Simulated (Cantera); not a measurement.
Cantera run, input and output.

```python
import numpy as np
import cantera as ct

gas = ct.Solution("h2o2.yaml")
gas.TPX = 675, 18000, {'H2': 1, 'O2': 0.847, 'N2': 2.4}
flame = ct.FreeFlame(gas, width=0.13)
flame.set_refine_criteria(ratio=3, slope=0.08, curve=0.16)
flame.transport_model = "mixture-averaged"
flame.solve(loglevel=0, auto=True)
z, T = flame.grid, flame.T
thick = (T[-1] - T[0]) / np.gradient(T, z).max()
show = ['H2', 'O2', 'H2O', 'H', 'O', 'H2O2']
print(f"laminar burning velocity  {flame.velocity[0] * 100:.3f} cm/s")
print(f"burnt temperature         {T[-1]:.1f} K")
print(f"thermal thickness         {thick * 1e3:.4f} mm")
print(f"grid points               {len(z)}")
z0 = z[flame.heat_release_rate.argmax()]
print(f"{'z/mm':>9s}{'T/K':>9s}{'u/(m/s)':>9s}" + "".join(f"{s:>11s}" for s in show))
rows = []
for k in (-3, -2, -1.5, -1, -0.5, -0.25, 0, 0.25, 0.5, 1, 2, 4, 8):
    zz = z0 + k * thick
    rows.append([k * thick, np.interp(zz, z, T), np.interp(zz, z, flame.velocity),
                 *(np.interp(zz, z, flame.X[gas.species_index(s)]) for s in show)])
    print(f"{rows[-1][0] * 1e3:9.3f}{rows[-1][1]:9.1f}{rows[-1][2]:9.3f}" + "".join(f"{x:11.3e}" for x in rows[-1][3:]))
```

Result:

```
laminar burning velocity  740.260 cm/s
burnt temperature         2284.4 K
thermal thickness         4.2376 mm
grid points               128
     z/mm      T/K  u/(m/s)         H2         O2        H2O          H          O       H2O2
  -12.713    675.0    7.403  2.355e-01  1.994e-01  2.114e-13  9.860e-15  5.928e-16  5.638e-14
   -8.475    675.0    7.403  2.355e-01  1.994e-01  6.653e-12  9.284e-12  5.216e-13  5.928e-14
   -6.356    675.0    7.403  2.355e-01  1.994e-01  5.144e-10  1.730e-09  7.926e-11  2.685e-13
   -4.238    675.0    7.403  2.355e-01  1.994e-01  8.691e-08  3.869e-07  1.424e-08  1.526e-10
   -2.119    683.0    7.480  2.336e-01  1.994e-01  5.925e-04  3.996e-04  1.662e-05  4.887e-07
   -1.059    791.3    8.572  2.114e-01  1.960e-01  1.204e-02  7.509e-03  5.030e-04  8.741e-07
    0.000   1135.2   11.938  9.707e-02  1.534e-01  1.002e-01  4.712e-02  9.953e-03  1.740e-06
    1.059   1405.0   14.591  2.750e-02  1.042e-01  1.808e-01  5.767e-02  2.313e-02  1.496e-06
    2.119   1531.7   15.791  2.290e-02  9.742e-02  1.927e-01  4.845e-02  2.424e-02  9.573e-07
    4.238   1676.4   17.112  2.175e-02  9.432e-02  2.016e-01  3.646e-02  2.240e-02  5.146e-07
    8.475   1827.5   18.449  1.938e-02  9.197e-02  2.117e-01  2.496e-02  1.902e-02  2.687e-07
   16.951   1976.5   19.727  1.563e-02  9.035e-02  2.230e-01  1.509e-02  1.461e-02  1.521e-07
   33.901   2110.4   20.843  1.108e-02  8.961e-02  2.344e-01  7.780e-03  9.925e-03  1.014e-07
```

Model: the H2/O2 subset of GRI-Mech 3.0, which has no nitrogen chemistry, integrated in Cantera. Burning velocities carry a grid error of a few per cent, more on coarse grids. Lean hydrogen flames are cellular in practice and burn faster than this planar one.
